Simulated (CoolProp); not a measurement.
A Linde-Hampson liquefier for dry air: isothermal reversible compression at 290 K from 1 atm to 5 MPa, throttling to 1 atm, return gas leaving the recuperator 10 K below the feed. Each further row changes one setting.

Model: reference Helmholtz-energy equation of state, Lemmon 2000, in CoolProp. It is a pseudo-pure fit of the blend.

```json
[
 {"case": "as stated", "liquid yield per pass": "0.003", "compression work (kJ/kg of gas)": "323"},
 {"case": "high pressure 10 MPa", "liquid yield per pass": "___", "compression work (kJ/kg of gas)": "___"},
 {"case": "warm-end temperature 320 K", "liquid yield per pass": "no liquid", "compression work (kJ/kg of gas)": "___"},
 {"case": "warm-end gap 15 K", "liquid yield per pass": "no liquid", "compression work (kJ/kg of gas)": "323"}
]
```

Task: What belongs in the gaps?

Result: 
- high pressure 10 MPa, liquid yield per pass: 0.029
- high pressure 10 MPa, compression work (kJ/kg of gas): 380
- warm-end temperature 320 K, compression work (kJ/kg of gas): 358
